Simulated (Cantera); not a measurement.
Input: 1 mol SiO₂, 0.51 mol C, 0.21 mol CO, equilibrated at 0.100 bar.

These are equilibrium values from Cantera (NASA tables, ideal gas, pure condensed phases), not measurements of a reactor. Candidate condensed phases: C, Si, SiC, SiO₂; 20 gas species. Mutual solubility and eutectic melting of coexisting phases are not modelled. The tables hold silica as quartz up to 1696 K and as liquid above; real silica turns to tridymite and cristobalite and melts near 1996 K. Rates play no part.

Q: Which condensed phases are stable at each of these points (T (K)): 800, 1000, 1200, 1400, 1600, 1800, 2000, 2200, 2400, 2600?

A: 
```tsv
T (K)	condensed phases	Si condensed (%)
800	C(graphite) + SiO₂(α-quartz)	100.0
1000	C(graphite) + SiO₂(β-quartz)	100.0
1200	C(graphite) + SiO₂(β-quartz)	100.0
1400	C(graphite) + SiO₂(β-quartz)	100.0
1600	SiC(s) + SiO₂(β-quartz)	99.8
1800	SiC(s) + SiO₂(condensed)	89.0
2000	SiO₂(l)	49.0
2200	SiO₂(l)	48.6
2400	SiO₂(l)	45.5
2600	SiO₂(l)	31.0
```

At 800 K the condensed part is C(graphite) + SiO₂(α-quartz). From 1000 K to 1400 K the condensed part is C(graphite) + SiO₂(β-quartz). At 1600 K the condensed part is SiC(s) + SiO₂(β-quartz). At 1800 K the condensed part is SiC(s) + SiO₂(condensed). From 2000 K to 2600 K the condensed part is SiO₂(l).
